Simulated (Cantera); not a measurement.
Cantera run, input and output.

```python
import numpy as np
import cantera as ct

gas = ct.Solution("h2o2.yaml")
gas.TPX = 1373, 150, {'H2': 0.018, 'O2': 1}
reactor = ct.IdealGasConstPressureReactor(gas, energy="off", clone=False)
net = ct.ReactorNet([reactor])
net.rtol, net.atol = 1e-08, 1e-18
show = ['H2', 'O2', 'O', 'HO2', 'H2O2', 'H2O']
times = np.geomspace(0.0003, 20, 9)

steps = ct.SolutionArray(gas, extra=["t"])
rows = []
print(f"{'t/s':>10s}{'T/K':>9s}{'P/Pa':>11s}" + "".join(f"{s:>11s}" for s in show))
for t in times:
    while net.time < t:
        t_next = net.step()
        steps.append(gas.state, t=t_next)
    rows.append([np.interp(t, steps.t, y) for y in (steps.T, steps.P, *steps(*show).X.T)])
    print(f"{t:10.3e}{rows[-1][0]:9.1f}{rows[-1][1]:11.4g}" + "".join(f"{x:11.3e}" for x in rows[-1][2:]))
rate = np.gradient(steps.T, steps.t)
print("integrator steps:", len(steps.t))
if steps.T.max() > steps.T[0] + 200:
    print(f"time of steepest temperature rise: {steps.t[rate.argmax()]:.4e} s")
gas.TPX = 1373, 150, {'H2': 0.018, 'O2': 1}
gas.equilibrate("TP")
print(f"equilibrium (TP): T = {gas.T:.1f} K  " + "  ".join(f"{s} {gas[s].X[0]:.3e}" for s in show))
```

Output:

```
       t/s      T/K       P/Pa         H2         O2          O        HO2       H2O2        H2O
 3.000e-04   1373.0        150  1.768e-02  9.823e-01  4.658e-09  9.361e-09  8.543e-13  3.959e-10
 1.203e-03   1373.0        150  1.768e-02  9.823e-01  3.942e-08  3.750e-08  1.341e-11  1.365e-08
 4.821e-03   1373.0        150  1.768e-02  9.823e-01  6.418e-07  1.499e-07  1.969e-10  5.981e-07
 1.932e-02   1373.0        150  1.493e-02  9.798e-01  1.702e-03  1.676e-07  1.534e-09  1.973e-03
 7.746e-02   1373.0        150  1.203e-04  9.657e-01  1.505e-02  8.945e-08  2.372e-09  1.603e-02
 3.105e-01   1373.0        150  1.187e-04  9.660e-01  1.485e-02  8.893e-08  2.365e-09  1.605e-02
 1.245e+00   1373.0        150  1.128e-04  9.668e-01  1.405e-02  8.691e-08  2.337e-09  1.612e-02
 4.989e+00   1373.0        150  9.276e-05  9.696e-01  1.141e-02  7.942e-08  2.222e-09  1.638e-02
 2.000e+01   1373.0        150  4.818e-05  9.757e-01  5.769e-03  5.746e-08  1.802e-09  1.693e-02
integrator steps: 730
equilibrium (TP): T = 1373.0 K  H2 1.383e-07  O2 9.821e-01  O 1.587e-05  HO2 1.905e-08  H2O2 6.367e-11  H2O 1.780e-02
```

Cantera simulation using the H2/O2 subset of GRI-Mech 3.0, which has no nitrogen chemistry; the numbers are that mechanism's predictions, not measurements. Radical loss at walls, strong at low pressure, is not modelled.
